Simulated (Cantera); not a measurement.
Charge: 1 mol C2H5OH, 0.074 mol NH3, equilibrated at 1075 K and 0.00133 bar.

These are equilibrium values from Cantera (NASA tables, ideal gas, pure condensed phases), not measurements of a reactor. Candidate condensed phases: C, C6H6, C7H8, C8H18, H2O; 136 gas species. The numbers say what is thermodynamically allowed, not how fast it happens.

Base state: H2 0.750, CO 0.241, N2 0.00892, CH4 3.38e-5, H2O 3.05e-5, CO2 1.05e-5 (mole fractions); condensed: C(graphite).

What changes in the equilibrium state with this change: C2H5OH replaced by C2H4?


```csv
species,before,after
H2,0.750,0.983
N2,0.00892,0.0172
CH4,3.38e-5,5.81e-5
CO,0.241,0
H2O,3.05e-5,0
CO2,1.05e-5,0
"C(graphite), mol",1.00,2.00
```

What changes in the equilibrium state with this change: NH3 from 0.074 to 0.021 mol?


```
species            before    after
----------------  -------  -------
H2                  0.750    0.750
CO                  0.241    0.247
N2                0.00892  0.00260
CO2               1.05e-5  1.11e-5
H2O               3.05e-5  3.13e-5
CH4               3.38e-5  3.38e-5
C(graphite), mol     1.00     1.00
```
